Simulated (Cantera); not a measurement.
A perfectly stirred reactor is fed with H₂ : O₂ : N₂ = 0.076 : 1 : 0.12 (molar parts), equivalence ratio 0.038, at 0.0158 atm; it is held at 1450 K, and followed from long to short residence time.

Computed with Cantera and GRI-Mech 3.0 (53 species, 325 reactions). Radical loss at walls, strong at low pressure, is not modelled. The temperature is held fixed by assumption; the heat of reaction is taken as removed at once.

One state of this run: x H₂ = 0.000117; x O₂ = 0.827; x OH = 0.00220; x H₂O₂ = 2.38e-8; x NO = 2.29e-7; x H = 0.000146. x: mole fraction; the columns are a selection and need not sum to one.

### Question
Which value of τ (s) does it belong to?
A) 0.021
B) 2.6
C) 0.10
D) 0.0019

### Answer
B, 2.6
